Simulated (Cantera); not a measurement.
What does this Cantera script print?

```python
import numpy as np
import cantera as ct

gas_names = """
    S2 HF H2 SF6
""".split()
cond_names = """

""".split()


# ... load() reads the species with a 1 bar reference pressure and builds the phases ...
species = {s.name: s for s in load("nasa_gas.yaml", gas_names) + load("nasa_condensed.yaml", cond_names)}
# Each term lists the table entries of one substance; the one whose range holds T is used.
reactions = {
    'S2(g) + 12 HF(g) = 6 H2(g) + 2 SF6(g)':
        [(-1, ['S2']), (-12, ['HF']), (6, ['H2']), (2, ['SF6'])],
}


def pick(names, T):
    return next(species[n] for n in names if species[n].thermo.min_temp <= T <= species[n].thermo.max_temp)


results = []
for label, terms in reactions.items():
    print(label)
    print("     T/K   dH/kJ  dS/(J/K)   dG/kJ   log10 K")
    for T in [300, 1098, 1173, 1248, 1323, 1398, 1473, 1548, 1623, 1698]:
        used = [(nu, pick(names, T)) for nu, names in terms]
        dH = sum(nu * s.thermo.h(T) for nu, s in used) / 1e6
        dS = sum(nu * s.thermo.s(T) for nu, s in used) / 1e3
        dG = dH - T * dS / 1e3
        logK = -dG * 1e6 / (ct.gas_constant * T * np.log(10))
        results.append((label, T, dH, dS, dG, logK, [s.name for _, s in used]))
        print(f"{T:8g} {dH:8.1f} {dS:8.1f} {dG:8.1f} {logK:8.2f}")
```

Output:

```
S2(g) + 12 HF(g) = 6 H2(g) + 2 SF6(g)
     T/K   dH/kJ  dS/(J/K)   dG/kJ   log10 K
     300    701.2   -946.6    985.2  -171.53
    1098    748.7   -881.7   1716.8   -81.67
    1173    754.7   -876.4   1782.7   -79.38
    1248    760.6   -871.5   1848.2   -77.36
    1323    766.4   -867.0   1913.4   -75.54
    1398    772.3   -862.7   1978.3   -73.91
    1473    778.0   -858.7   2042.8   -72.44
    1548    783.7   -854.9   2107.1   -71.10
    1623    789.3   -851.4   2171.1   -69.87
    1698    794.8   -848.0   2234.8   -68.75
```

Source: NASA polynomial tables (part measured, part estimated), evaluated in Cantera. Condensed species are held in their standard states even where they would react or evaporate.
